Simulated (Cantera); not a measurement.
A closed system holds: 1 mol SiC, 0.031 mol H2O, 74 mol H2, 0.036 mol O2, held at 2148.15 K and 7.50 Torr.

These are equilibrium values from Cantera (NASA tables, ideal gas, pure condensed phases), not measurements of a reactor. Candidate condensed phases: C, C6H6, C7H8, C8H18, H2O, Si, SiC, SiO2; 123 gas species. Gases not in the tables: Si2H6 and higher silanes. Kinetics and transport are ignored.

Base state: H2 0.954, H 0.0407, Si 0.00287, CO 0.00132, C2H2 (acetylene) 0.000894, Si2C 0.000141, SiH 0.000138, SiC2 0.000110 (mole fractions); condensed: SiC(s).

Question: What changes in the equilibrium state with this change: 1.5 mol N2 added?

Answer: 
```json
[
 {"species": "H2", "before": "0.954", "after": "0.933"},
 {"species": "H", "before": "0.0407", "after": "0.0403"},
 {"species": "N2", "before": "0", "after": "0.0184"},
 {"species": "HCN", "before": "0", "after": "0.00177"},
 {"species": "Si", "before": "0.00287", "after": "0.00378"},
 {"species": "HNC", "before": "0", "after": "0.000129"},
 {"species": "C2H2 (acetylene)", "before": "0.000894", "after": "0.000506"},
 {"species": "SiC(s), mol", "before": "0.736", "after": "0.648"}
]
```
Further candidate phases: Si2N2O, Si3N4.
